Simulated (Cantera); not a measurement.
Input: 1 mol Si, 4.7 mol H2, at 750 Torr.

Equilibrium computed with Cantera from the NASA thermochemical tables; the gas is ideal and each condensed phase is pure. Candidate condensed phases: Si; 9 gas species. Gases not in the tables: Si2H6 and higher silanes. The numbers say what is thermodynamically allowed, not how fast it happens.

**Question.** Which condensed phases are stable at each of these points (T (K)): 1248, 1323, 1398, 1473, 1548, 1623, 1698, 1773?

**Answer.** 
```tsv
T (K)	condensed phases	Si condensed (%)
1248	Si(s)	100.0
1323	Si(s)	100.0
1398	Si(s)	100.0
1473	Si(s)	100.0
1548	Si(s)	100.0
1623	Si(s)	100.0
1698	Si(l)	100.0
1773	Si(l)	100.0
```

From 1248 K to 1623 K the condensed part is Si(s). From 1698 K to 1773 K the condensed part is Si(l).
